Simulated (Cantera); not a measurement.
Feed: 1 mol TiO2, 2.7 mol C, 0.89 mol H2, at 2475 K and 750 Torr.

Method: chemical equilibrium by Gibbs-energy minimisation in Cantera with the NASA 1993 tables (ideal gas, pure condensed phases). Candidate condensed phases: C, C6H6, C7H8, C8H18, H2O, Ti, TiC, TiO, TiO2, Ti2O3, Ti3O5, Ti4O7; 113 gas species. Mutual solubility and eutectic melting of coexisting phases are not modelled. TiC, TiO: taken at fixed stoichiometry. Condensed phases not in the tables: solid solutions among these carbides, nitrides and lower oxides. The numbers say what is thermodynamically allowed, not how fast it happens.

Task: What is the equilibrium state?

Result: 
```
Quantity                                 Value
-----------------------------------  ---------
x(CO)                                    0.671
x(H2)                                    0.316
x(H)                                    0.0127
x(TiO)                                0.000244
x(H2O)                                0.000229
x(CO2)                                 7.91e-5
x(Ti)                                  5.22e-5
x(TiO2)                                3.76e-6
x(OH)                                  1.84e-6
n(TiC(s))                            0.850 mol
n(TiO(l))                            0.149 mol
gas amount                           2.758 mol
log10 activity of Ti2O3(l) (absent)      -0.57
log10 activity of Ti3O5(l) (absent)      -1.24
log10 activity of Ti(l) (absent)         -1.45
```
